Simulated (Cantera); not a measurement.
An adiabatic, constant-volume homogeneous reactor starts with CH4 : O2 : N2 = 1 : 2.06 : 7.75 (molar parts), equivalence ratio 0.97, at 1750 K and 1000000 Pa. Integrator tolerance rtol = 1e-08.

Detailed kinetics in Cantera: GRI-Mech 3.0 (53 species, 325 reactions). Above 3000 K some thermodynamic fits are extrapolated.

```tsv
quantity	before	after
time of steepest temperature rise	21.4 µs	57.9 µs
temperature at 3.00 s	3178 K	3134 K
equilibrium temperature	3178 K	3134 K
x(CH4) at 3.00 s	<1e-12 (gas-phase equilibrium <1e-12)	<1e-12 (gas-phase equilibrium <1e-12)
x(O2) at 3.00 s	0.0204 (gas-phase equilibrium 0.0204)	0.0194 (gas-phase equilibrium 0.0194)
x(C2H2) at 3.00 s	<1e-12 (gas-phase equilibrium <1e-12)	<1e-12 (gas-phase equilibrium <1e-12)
x(N2O) at 3.00 s	3.91e-6 (gas-phase equilibrium 3.91e-6)	3.75e-6 (gas-phase equilibrium 3.75e-6)
x(C2H4) at 3.00 s	<1e-12 (gas-phase equilibrium <1e-12)	<1e-12 (gas-phase equilibrium <1e-12)
x(HCN) at 3.00 s	2.42e-8 (gas-phase equilibrium 2.42e-8)	1.98e-8 (gas-phase equilibrium 1.98e-8)
```

Problem. Name the change that produced these shifts.
A) pressure from 1000000 Pa to 590000 Pa
B) O2 2.06 to 1.2 parts
C) initial temperature 1750 to 1800 K
D) initial temperature 1750 to 1623 K

Solution. D, initial temperature 1750 to 1623 K
